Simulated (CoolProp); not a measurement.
Dodecamethylpentasiloxane (MD3M) at several states: fugacity coefficient from the reference equation and from simpler models built on Tc = 628.0 K, pc = 954.0 kPa, ω = 0.730; each cubic takes its own stable root.

Computed with CoolProp (reference Helmholtz-energy equation of state, Thol 2019).

```json
[
 {"T (K)": "492.2", "p (kPa)": "29", "phase": "gas", "reference": "…", "van der Waals": "0.9840", "Redlich-Kwong": "…"},
 {"T (K)": "419.4", "p (kPa)": "1330", "phase": "liquid", "reference": "…", "van der Waals": "…", "Redlich-Kwong": "…"},
 {"T (K)": "460.8", "p (kPa)": "4190", "phase": "liquid", "reference": "…", "van der Waals": "…", "Redlich-Kwong": "…"}
]
```

Task: Fill in the missing entries.

Result: 
- 492.2, reference: 0.9695
- 492.2, Redlich-Kwong: 0.9795
- 419.4, reference: 0.007871
- 419.4, van der Waals: 0.1352
- 419.4, Redlich-Kwong: 0.04928
- 460.8, reference: 0.01393
- 460.8, van der Waals: 0.1258
- 460.8, Redlich-Kwong: 0.05253
